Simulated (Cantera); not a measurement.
Charge: 1 mol CS2, 0.006 mol SO2, 0.24 mol N2, held at 0.0900 Torr.

Cantera equilibrium calculation (NASA polynomials, part measured and part estimated; ideal gas, pure solids and liquids). Candidate condensed phases: C, S; 35 gas species. Kinetics and transport are ignored. All values below are at 3250 °C.

Base state: S 0.581, C 0.222, CS 0.102, N2 0.0746, CN 0.00800, N 0.00616, CO 0.00409, C2 0.00192 (mole fractions); condensed: gas only.

Task: What changes in the equilibrium state with this change: SO2 from 0.006 to 0.05 mol?

Result: 
```csv
species,before,after
S,0.581,0.590
C,0.222,0.197
CS,0.102,0.0918
CO,0.00409,0.0333
N2,0.0746,0.0732
C3,0.000130,9.11e-5
C2,0.00192,0.00151
CN,0.00800,0.00703
S2,4.66e-5,4.80e-5
N,0.00616,0.00610
```

Task: What changes in the equilibrium state with this change: CS2 replaced by H2S?

Result: 
```tsv
species	before	after
H	0	0.612
S	0.581	0.308
N2	0.0746	0.0705
C	0.222	0
CS	0.102	0
CN	0.00800	0
CO	0.00409	0
C2	0.00192	0
```
Further candidate phases: H2O, H2SO4.
